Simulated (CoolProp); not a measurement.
Computed with CoolProp (reference Helmholtz-energy equation of state, Guder 2009).

Question: Give the vapour pressure (MPa), liquid density (kg/m³), enthalpy of vaporisation (kJ/kg), surface tension (mN/m) of saturated sulfur hexafluoride at -30.85, -18.55, -9.35 °C.

Answer: 
```tsv
T (°C)	p (MPa)	liquid density (kg/m³)	enthalpy of vaporisation (kJ/kg)	surface tension (mN/m)
-30.85	0.478	1750	102	8.73
-18.55	0.722	1680	95.7	6.98
-9.35	0.958	1620	90.3	5.73
```

Surface tension comes from a separate correlation (Mulero 2012).
